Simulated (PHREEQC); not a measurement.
Dissolve 15 mmol/kgw NiSO4 and 3.1 mmol/kgw CdSO4 at 85 °C. Closed to the air; pH follows from the charge balance.

The numbers come from PHREEQC with the ion-association model, wateq4f.dat.

No solid was allowed to form.

Q: Order these Cd species by the share of Cd that they hold, largest first: CdSO4, Cd(SO4)2-2, Cd+2.

A: Cd+2 (54 %), CdSO4 (42 %), Cd(SO4)2-2 (3.9 %)

Q: Order these S species by the share of S that they hold, largest first: SO4-2, CdSO4, NiSO4, Cd(SO4)2-2.

A: SO4-2 (60 %), NiSO4 (31 %), CdSO4 (7.2 %), Cd(SO4)2-2 (1.3 %)

The pH is 5.59 and the ionic strength 0.0441 mol/kgw. Species that the database lacks are ignored. Away from 25 °C the constants follow the database's enthalpies or fits; those with neither stay at their 25 °C values.
